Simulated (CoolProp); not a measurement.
Vapour-liquid equilibrium of dimethyl ether (1) + n-pentane (2) at -21.95 °C; x and y are mole fractions of (1).

Computed with CoolProp (multi-fluid Helmholtz-energy mixture model, Wu 2011 and Thol 2019; pair parameters Bell 2016).

```json
[
 {"x": "0.05", "bubble pressure (MPa)": "0.01160", "y at the bubble point": "0.337", "dew pressure at overall composition x (MPa)": "0.008488", "liquid density (mol/L)": "?"},
 {"x": "0.15", "bubble pressure (MPa)": "0.02290", "y at the bubble point": "0.707", "dew pressure at overall composition x (MPa)": "0.009355", "liquid density (mol/L)": "9.905"},
 {"x": "0.25", "bubble pressure (MPa)": "0.03847", "y at the bubble point": "0.851", "dew pressure at overall composition x (MPa)": "0.01043", "liquid density (mol/L)": "10.39"},
 {"x": "0.35", "bubble pressure (MPa)": "0.05514", "y at the bubble point": "0.912", "dew pressure at overall composition x (MPa)": "0.01180", "liquid density (mol/L)": "10.91"},
 {"x": "0.45", "bubble pressure (MPa)": "0.07000", "y at the bubble point": "0.941", "dew pressure at overall composition x (MPa)": "?", "liquid density (mol/L)": "11.46"},
 {"x": "0.55", "bubble pressure (MPa)": "0.08159", "y at the bubble point": "0.957", "dew pressure at overall composition x (MPa)": "0.01612", "liquid density (mol/L)": "12.08"},
 {"x": "0.65", "bubble pressure (MPa)": "0.09008", "y at the bubble point": "0.966", "dew pressure at overall composition x (MPa)": "0.01984", "liquid density (mol/L)": "12.75"},
 {"x": "0.75", "bubble pressure (MPa)": "0.09661", "y at the bubble point": "0.974", "dew pressure at overall composition x (MPa)": "0.02597", "liquid density (mol/L)": "13.50"},
 {"x": "0.85", "bubble pressure (MPa)": "0.1027", "y at the bubble point": "0.981", "dew pressure at overall composition x (MPa)": "0.03822", "liquid density (mol/L)": "?"},
 {"x": "0.95", "bubble pressure (MPa)": "0.1100", "y at the bubble point": "0.992", "dew pressure at overall composition x (MPa)": "0.07605", "liquid density (mol/L)": "15.33"}
]
```

Problem. Some entries are withheld; supply them.

Solution. 
- 0.05, liquid density (mol/L): 9.450
- 0.45, dew pressure at overall composition x (MPa): 0.01361
- 0.85, liquid density (mol/L): 14.35

No azeotrope shows between x = 0.05 and 0.95.

The pair parameters rest on a limited set of measurements; away from them the model extrapolates. The gap from Raoult's law changes sign with composition, which may be real or a fault of the pair parameters; it wasn't checked against measurements.
